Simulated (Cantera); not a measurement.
An isothermal, constant-pressure homogeneous reactor starts with NO : N2 = 1 : 1.6 (molar parts), at 1600 K and 0.0660 bar. Integrator tolerance rtol = 1e-08.

Cantera simulation using GRI-Mech 3.0 (53 species, 325 reactions); the numbers are that mechanism's predictions, not measurements.

**Question.** What does this change do: NO 1 to 0.72 parts?

**Answer.** 
```csv
quantity,before,after
x(NO) at 100 s,0.329 (gas-phase equilibrium 0.00188),0.273 (gas-phase equilibrium 0.00172)
x(N2O) at 100 s,3.60e-5 (gas-phase equilibrium 2.91e-8),2.50e-5 (gas-phase equilibrium 2.74e-8)
x(N2) at 100 s,0.643 (gas-phase equilibrium 0.807),0.708 (gas-phase equilibrium 0.844)
x(O) at 100 s,1.03e-5 (gas-phase equilibrium 2.48e-5),8.50e-6 (gas-phase equilibrium 2.23e-5)
x(O2) at 100 s,0.0278 (gas-phase equilibrium 0.191),0.0186 (gas-phase equilibrium 0.154)
x(NO2) at 100 s,0.000123 (gas-phase equilibrium 1.85e-6),8.47e-5 (gas-phase equilibrium 1.53e-6)
```

**Question.** What does this change do: pressure from 0.0660 bar to 1.10 bar?

**Answer.** 
```json
[
 {"quantity": "x(NO) at 100 s", "before": "0.329 (gas-phase equilibrium 0.00188)", "after": "0.0987 (gas-phase equilibrium 0.00188)"},
 {"quantity": "x(N2O) at 100 s", "before": "3.60e-5 (gas-phase equilibrium 2.91e-8)", "after": "3.59e-6 (gas-phase equilibrium 1.19e-7)"},
 {"quantity": "x(N2) at 100 s", "before": "0.643 (gas-phase equilibrium 0.807)", "after": "0.758 (gas-phase equilibrium 0.807)"},
 {"quantity": "x(O) at 100 s", "before": "1.03e-5 (gas-phase equilibrium 2.48e-5)", "after": "5.28e-6 (gas-phase equilibrium 6.09e-6)"},
 {"quantity": "x(O2) at 100 s", "before": "0.0278 (gas-phase equilibrium 0.191)", "after": "0.143 (gas-phase equilibrium 0.191)"},
 {"quantity": "x(NO2) at 100 s", "before": "0.000123 (gas-phase equilibrium 1.85e-6)", "after": "0.000343 (gas-phase equilibrium 7.55e-6)"}
]
```

**Question.** What does this change do: 0.18 parts H2O added?

**Answer.** 
```
quantity                                           before                                     after
---------------  ----------------------------------------  ----------------------------------------
x(NO) at 100 s      0.329 (gas-phase equilibrium 0.00188)     0.310 (gas-phase equilibrium 0.00176)
x(N2O) at 100 s   3.60e-5 (gas-phase equilibrium 2.91e-8)   2.29e-5 (gas-phase equilibrium 2.63e-8)
x(N2) at 100 s        0.643 (gas-phase equilibrium 0.807)       0.601 (gas-phase equilibrium 0.754)
x(O) at 100 s     1.03e-5 (gas-phase equilibrium 2.48e-5)   9.38e-6 (gas-phase equilibrium 2.40e-5)
x(O2) at 100 s       0.0278 (gas-phase equilibrium 0.191)      0.0249 (gas-phase equilibrium 0.179)
x(NO2) at 100 s  0.000123 (gas-phase equilibrium 1.85e-6)  0.000109 (gas-phase equilibrium 1.67e-6)
```
